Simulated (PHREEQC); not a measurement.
1 g of hydrous ferric oxide (600 m²/g; 0.2 weak and 0.005 strong sites per Fe, Dzombak-Morel constants, diffuse double layer) in 1 kg of water with 0.001 mol/kgw of an inert sodium salt and 0.00043 mol/kgw Na2HAsO4, at 25 °C; the pH is set by adding NaOH or the inert anion's acid. Oxygen alone is held at its pressure in air (log pO2 = -0.68). CO2 from the air is kept out. Nothing may precipitate in this run.

The series has 17 steps of pH, from 3 to 9.

Model: ion-association model, wateq4f.dat, run in PHREEQC.

Question: At which pH does the surface charge pass through zero?

Answer: Near pH 7.4.

The oxide is taken as insoluble; below pH 4 it would dissolve.
